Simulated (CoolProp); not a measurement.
Vapour-liquid equilibrium of toluene (1) + m-xylene (2) at 393.8 K; x and y are mole fractions of (1).

Model: multi-fluid Helmholtz-energy mixture model, Lemmon 2006 and Zhou 2012; pair parameters Bell 2016, in CoolProp.

```
x     bubble pressure (bar)  y at the bubble point  dew pressure at overall composition x (bar)  liquid density (mol/L)
----  ---------------------  ---------------------  -------------------------------------------  ----------------------
0.05                 0.6409                  0.106                                       0.6194                   7.331
0.2                  0.7622                  0.364                                       0.6801                   7.472
0.35                 0.8831                  0.550                                       0.7543                   7.618
0.5                  0.9985                  0.689                                       0.8469                   7.770
0.65                  1.107                  0.798                                       0.9634                   7.930
0.8                   1.208                  0.889                                        1.109                   8.099
0.95                  1.305                  0.973                                        1.279                   8.280
```

No azeotrope shows between x = 0.05 and 0.95.

The pair parameters rest on a limited set of measurements; away from them the model extrapolates.
